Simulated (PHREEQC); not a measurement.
# Buffer (model solution)

Solution (25 °C): 0.039 mol/kgw KHCO3 and 3e-05 mol/kgw Na2HPO4. Closed to the air; pH follows from the charge balance.

All values are PHREEQC results (ion-association model, phreeqc.dat), not measurements.

This is a speciation only: nothing precipitates in the calculation.

**Question.** Estimate the pH.

**Answer.** pH 8.19.

**Question.** In which forms is C present?

**Answer.** HCO3- 98 %, CO2 1.2 %, CO3-2 1.2 % of the C.
